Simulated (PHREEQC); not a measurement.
Alkaline etch or developer (model solution)

Consider water at 29 °C with 5 mmol/kgw KOH, 0.00036 mmol/kgw H4SiO4 and 24 mmol/kgw (CH3)4NCl. Closed to the air; pH follows from the charge balance.

Equilibrium calculation in PHREEQC: ion-association model, phreeqc.dat.

The pH comes out as 11.49 and the ionic strength is 0.0290 mol/kgw. The total alkalinity is 5.00 meq/kg.

```tsv
species	molality	activity	log γ
Cl-	0.0240	0.0203	-0.072
(CH3)4N+	0.0240	0.0204	-0.071
OH-	0.00500	0.00422	-0.073
K+	0.00500	0.00423	-0.073
H3SiO4-	3.40e-7	2.88e-7	-0.071
H2SiO4-2	1.45e-8	7.84e-9	-0.269
H4SiO4	5.48e-9	5.51e-9	0.003
```

This is a speciation only: nothing precipitates in the calculation. (CH3)4N+ isn't in the database: it is added as a free cation with an ion size of 4 Å.
